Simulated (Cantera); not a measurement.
A perfectly stirred reactor is fed with 84.7 % NO, 10.2 % N₂, 5.08 % H₂O, at 1.00 bar; it is held at 1800 K, and followed from long to short residence time.

Computed with Cantera and GRI-Mech 3.0 (53 species, 325 reactions).

One state of this run: x NO = 0.803; x O = 2.06e-5; x O₂ = 0.0216; x N₂O = 0.000206; x N₂ = 0.124. x: mole fraction; the columns are a selection and need not sum to one.

Task: Which value of τ (s) does it belong to?
(A) 0.32
(B) 0.73
(C) 0.012
(D) 0.14

Result: D, 0.14
